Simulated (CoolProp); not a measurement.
Vapour-liquid equilibrium of toluene (1) + ethylbenzene (2) at 0.00832 MPa; x and y are mole fractions of (1).

Values from CoolProp's multi-fluid Helmholtz-energy mixture model, Lemmon 2006 and Zhou 2012; pair parameters Bell 2016.

### Question
Give the bubble temperature and the first vapour's composition at x = 0.55, 0.85, 0.95. Is there an azeotrope?

### Answer
x = 0.55: 322.1 K, y = 0.755; x = 0.85: 316.7 K, y = 0.941; x = 0.95: 315.1 K, y = 0.982. No azeotrope shows between x = 0.05 and 0.95.

Pair parameters are fitted to limited data, so mixtures are less certain than the pure fluids.
